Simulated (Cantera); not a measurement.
## CaO + Cl2 + N2 (oxide etching and cleaning by halides)

Feed: 1 mol CaO, 3.1 mol Cl2, 2.4 mol N2, equilibrated at 1.10 Pa.

These are equilibrium values from Cantera (NASA tables, ideal gas, pure condensed phases), not measurements of a reactor. Candidate condensed phases: Ca, CaCl2, CaO; 17 gas species. Equilibrium is a limit: real reactors are often held back by kinetics, nucleation or transport.

| T (°C) | log p Cl | log p N2 | log p CaCl2 | log p O2 | log p Cl2 | log p O |
|---|---|---|---|---|---|---|
| 952 | -5.32 | -5.46 | -5.84 | -6.14 | -6.21 | -10.45 |
| 1002 | -5.28 | -5.48 | -5.86 | -6.16 | -6.54 | -10.03 |
| 1052 | -5.26 | -5.48 | -5.86 | -6.16 | -6.89 | -9.64 |
| 1102 | -5.25 | -5.48 | -5.86 | -6.17 | -7.24 | -9.28 |
| 1152 | -5.25 | -5.49 | -5.87 | -6.17 | -7.57 | -8.94 |
| 1202 | -5.25 | -5.49 | -5.87 | -6.17 | -7.88 | -8.63 |
| 1252 | -5.24 | -5.49 | -5.87 | -6.17 | -8.17 | -8.33 |
| 1302 | -5.24 | -5.49 | -5.87 | -6.17 | -8.44 | -8.06 |
| 1352 | -5.24 | -5.49 | -5.87 | -6.18 | -8.70 | -7.80 |
| 1402 | -5.24 | -5.49 | -5.87 | -6.18 | -8.94 | -7.56 |
| 1452 | -5.24 | -5.49 | -5.87 | -6.19 | -9.17 | -7.33 |
| 1502 | -5.25 | -5.49 | -5.87 | -6.20 | -9.39 | -7.12 |
| 1552 | -5.25 | -5.49 | -5.87 | -6.22 | -9.59 | -6.92 |
| 1602 | -5.25 | -5.49 | -5.87 | -6.24 | -9.79 | -6.74 |
log p: log10 of the partial pressure in bar; nothing condenses.

From 952 °C to 1602 °C nothing is condensed. The main Ca-bearing gas is CaCl2 throughout.
